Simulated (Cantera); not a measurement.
Cantera run:

```python
import numpy as np
import cantera as ct

gas_names = """
    C CH CH2 CH3 CH2OH CH3O CH4 CH3OH CN CO CO2 COOH C2 C2H CHCO,ketyl C2H2,acetylene C2H2,vinylidene
    CH2CO,ketene C2H3,vinyl CH3CN CH3CO,acetyl C2H4 C2H4O,ethylen CH3CHO,ethanal CH3COOH (HCOOH)2 C2H5
    C2H6 CH3OCH3 C2H5OH CCN CNC C2N2 C2O C3 C3H3,propargyl C3H4,allene C3H4,propyne C3H4,cyclo-
    C3H5,allyl C3H6,propylene C3H6,cyclo- C3H6O C3H7,n-propyl C3H7,i-propyl C3H8 C3H8O,1propanol
    C3H8O,2propanol C3O2 C4 C4H2 C4H4,1,3-cyclo- C4H6,butadiene C4H6,2-butyne C4H6,cyclo- C4H8,1-butene
    C4H8,cis2-buten C4H8,tr2-butene C4H8,isobutene C4H8,cyclo- (CH3COOH)2 C4H9,n-butyl C4H9,i-butyl
    C4H9,s-butyl C4H9,t-butyl C4H10,isobutane C4H10,n-butane C4N2 C5 C5H6,1,3cyclo- C5H8,cyclo-
    C5H10,1-pentene C5H10,cyclo- C5H11,pentyl C5H11,t-pentyl C5H12,n-pentane C5H12,i-pentane
    CH3C(CH3)2CH3 C6H2 C6H5,phenyl C6H5O,phenoxy C6H6 C6H5OH,phenol C6H10,cyclo- C6H12,1-hexene
    C6H12,cyclo- C6H13,n-hexyl C7H7,benzyl C7H8 C7H8O,cresol C7H14,1-heptene C7H15,n-heptyl
    C7H16,n-heptane C8H8,styrene C8H10,ethylbenz C8H16,1-octene C8H17,n-octyl C8H18,isooctane
    C8H18,n-octane C9H19,n-nonyl C10H8,naphthale C10H21,n-decyl C12H9,o-bipheny C12H10,bipheny H HCN HCO
    HCCN HNC HNCO HNO HNO2 HNO3 HO2 H2 HCHO,formaldehy HCOOH H2O H2O2 N NCO NH NH2 NH3 NH2OH NO NO2 NO3
    N2 N2H2 N2H4 N2O O OH O2 O3 Si SiC SiC2 SiC4H12 SiH SiH2 SiH3 SiH4 SiN SiO SiO2 Si2 Si2C Si2N Si3
""".split()
cond_names = """
    C(gr) C6H6(L) C7H8(L) C8H18(L),n-octa H2O(s) H2O(L) Si(cr) Si(L) SiC(b) SiO2(Lqz) SiO2(hqz) SiO2(L)
    Si2N2O(s) Si3N4(a)
""".split()


def load(file, names, dense=False):
    # The tables refer to 1 bar. Condensed volumes are neglected.
    table = {s.name: s for s in ct.Species.list_from_file(file)}
    out = []
    for n in names:
        d = dict(table[n].input_data)
        d["thermo"] = dict(d["thermo"], **{"reference-pressure": 1e5})
        if dense:
            d["equation-of-state"] = {"model": "constant-volume", "density": "1e6 g/cm^3"}
        out.append(ct.Species.from_dict(d))
    return out


gas = ct.Solution(thermo="ideal-gas", species=load("nasa_gas.yaml", gas_names))
cond = {s.name: ct.Solution(thermo="fixed-stoichiometry", species=[s], name=s.name)
        for s in load("nasa_condensed.yaml", cond_names, dense=True)}
atoms = {
    'TEOS': {'Si': 1, 'C': 8, 'H': 20, 'O': 4},
    'NO': {'N': 1, 'O': 1},
    'N2': {'N': 2},
    'H2O': {'H': 2, 'O': 1},
}
top_T = {'C(gr)': 4500, 'SiC(b)': 3050, 'Si2N2O(s)': 2100, 'Si3N4(a)': 2400}  # K; cautious upper limits of use, not melting points


def equilibrate(T, P, feed):
    n = {}
    for name, mol in feed.items():
        for a, k in atoms[name].items():
            n[a] = n.get(a, 0.0) + k * mol
    gas.TPX = T, P, n
    mass = sum(n.values()) * gas.mean_molecular_weight
    gas.equilibrate("TP")
    valid = [c for c in cond.values() if c.min_temp <= T <= top_T.get(c.name, c.max_temp)]
    mix = ct.Mixture([(gas, mass / gas.mean_molecular_weight)] + [(c, 0.0) for c in valid])
    mix.T, mix.P = T, P
    mix.equilibrate("TP", solver="vcs", rtol=1e-11, max_steps=5000)
    return mix


results = []
feed = {'TEOS': 1, 'NO': 0.26, 'N2': 51, 'H2O': 0.31}  # mol
P = 69  # Pa
for T in [1223, 1298, 1373, 1448, 1523, 1598, 1673]:
    mix = equilibrate(T, P, feed)
    results.append((T, P, feed, dict(zip(mix.species_names, mix.species_moles))))

top = {s: max(r[3][s] / sum(r[3][g] for g in gas_names) for r in results) for s in gas_names}
cols = sorted((s for s in top if top[s] > 1e-06), key=lambda s: -top[s])[:7]
seen = [c for c in cond_names if any(r[3].get(c, 0) > 1e-12 for r in results)]
print("log10 of partial pressures in bar; condensed amounts in mol")
print(f"{'T/K':>10s}" + "".join(f"{s[:9]:>10s}" for s in cols + seen))
for T, P, feed, n in results:
    ng = sum(n[g] for g in gas_names)
    print(f"{T:10.4g}" + "".join(f"{np.log10(max(n[s] / ng * P / 1e5, 1e-99)):10.3f}" for s in cols)
          + "".join(f"{n.get(c, 0):10.4g}" for c in seen))
```

It prints:

```
log10 of partial pressures in bar; condensed amounts in mol
       T/K        N2        H2        CO         H       HCN       SiO       HNC     C(gr)    SiC(b) Si2N2O(s)
      1223    -3.270    -3.961    -4.365    -8.502    -7.634    -9.309    -9.886     3.928         0       0.5
      1298    -3.270    -3.961    -4.365    -7.950    -7.308    -8.278    -9.409     3.926         0    0.4998
      1373    -3.270    -3.961    -4.365    -7.458    -7.017    -7.363    -8.985     3.923         0     0.498
      1448    -3.272    -3.968    -4.322    -7.019    -6.761    -7.127    -8.610     2.427    0.9929         0
      1523    -3.272    -3.969    -4.322    -6.621    -6.527    -6.988    -8.268      2.42    0.9902         0
      1598    -3.272    -3.970    -4.322    -6.259    -6.315    -6.863    -7.959     2.408    0.9868         0
      1673    -3.273    -3.972    -4.323    -5.929    -6.124    -6.749    -7.678     2.389    0.9824         0
```

Equilibrium computed with Cantera from the NASA thermochemical tables; the gas is ideal and each condensed phase is pure. The feed counts by its element totals alone.
